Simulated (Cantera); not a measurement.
Feed: 1 mol HgO, 54 mol H₂, held at 1448 K and 100000 Pa.

Method: chemical equilibrium by Gibbs-energy minimisation in Cantera with the NASA 1993 tables (ideal gas, pure condensed phases). Candidate condensed phases: H₂O, Hg, HgO; 10 gas species. Rates play no part.

Base state: H₂ 0.964, H₂O 0.0182, Hg 0.0182 (mole fractions); condensed: gas only.

### Question
What changes in the equilibrium state with this change: H₂ from 54 to 0.86 mol?

### Answer
```json
[
 {"species": "Hg", "before": "0.0182", "after": "0.518"},
 {"species": "H₂O", "before": "0.0182", "after": "0.446"},
 {"species": "O₂", "before": "<1e-9", "after": "0.0363"},
 {"species": "H₂", "before": "0.964", "after": "2.15e-6"},
 {"species": "OH", "before": "4.06e-9", "after": "6.66e-5"}
]
```
